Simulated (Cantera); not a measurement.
A closed system holds: 1 mol Si3N4, 0.02 mol H2, at 1523.15 K and 5.20 mbar.

Equilibrium computed with Cantera from the NASA thermochemical tables; the gas is ideal and each condensed phase is pure. Candidate condensed phases: Si, Si3N4; 18 gas species. Mutual solubility and eutectic melting of coexisting phases are not modelled. Equilibrium is a limit: real reactors are often held back by kinetics, nucleation or transport.

### Question
What is the equilibrium state?

### Answer
- x(H2) = 0.985
- x(N2) = 0.0143
- x(H) = 0.000319
- x(Si) = 3.48e-6
- x(SiH2) = 1.98e-6
- n(Si(s)) = 0.000434 mol
- n(Si3N4(s)) = 1.000 mol
- gas amount = 0.02029 mol
